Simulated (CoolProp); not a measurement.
Vapour-liquid equilibrium of n-decane (1) + n-dodecane (2) at 359.3 K; x and y are mole fractions of (1).

The numbers come from the multi-fluid Helmholtz-energy mixture model, Lemmon 2006 and Lemmon 2004; pair parameters Bell 2016 in CoolProp.

```
x     bubble pressure, mixture model (MPa)  bubble pressure, Raoult's law (MPa)  y, mixture model  y, Raoult's law
----  ------------------------------------  -----------------------------------  ----------------  ---------------
0.05                            (withheld)                             0.001236             0.213            0.217
0.2                               0.001887                             0.001888             0.569            0.569
0.35                              0.002557                             0.002540             0.742            0.739
0.5                             (withheld)                             0.003193        (withheld)            0.841
0.65                            (withheld)                             0.003845             0.907            0.907
0.8                             (withheld)                             0.004497             0.954            0.955
0.95                              0.005152                             0.005150             0.990            0.990
```

### Question
Complete the blanks.

### Answer

- 0.05, bubble pressure, mixture model (MPa): 0.001230
- 0.5, bubble pressure, mixture model (MPa): 0.003222
- 0.5, y, mixture model: 0.842
- 0.65, bubble pressure, mixture model (MPa): 0.003874
- 0.8, bubble pressure, mixture model (MPa): 0.004514

The largest gap from Raoult's law is +0.9 % in bubble pressure, at x = 0.5. No azeotrope shows between x = 0.05 and 0.95.

The pair parameters rest on a limited set of measurements; away from them the model extrapolates. The gap from Raoult's law changes sign with composition, which may be real or a fault of the pair parameters; it wasn't checked against measurements.
